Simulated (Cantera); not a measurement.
A freely propagating, adiabatic, planar premixed flame of H₂ : O₂ : N₂ : H₂O = 1 : 0.172 : 0.648 : 0.53 (molar parts), unburnt at 675 K and 76000 Pa; mixture-averaged transport, grid criteria slope 0.08 and curve 0.16, no radiation.

Cantera simulation using the H2/O2 subset of GRI-Mech 3.0, which has no nitrogen chemistry; the numbers are that mechanism's predictions, not measurements. Burning velocities carry a grid error of a few per cent, more on coarse grids.

Q: What does this change do: H2O 0.53 to 0.68 parts?

A: 
```tsv
quantity	before	after
laminar burning velocity	611 cm/s	520 cm/s
thermal thickness	0.638 mm	0.640 mm
peak x(OH)	0.00139	0.00117
peak x(HO₂)	0.000256	0.000264
peak x(O)	0.000858	0.000650
```

Q: What does this change do: H2 1 to 0.77 parts?

A: 
| quantity | before | after |
|---|---|---|
| laminar burning velocity | 611 cm/s | 656 cm/s |
| thermal thickness | 0.638 mm | 0.599 mm |
| peak x(OH) | 0.00139 | 0.00290 |
| peak x(HO₂) | 0.000256 | 0.000296 |
| peak x(O) | 0.000858 | 0.00145 |
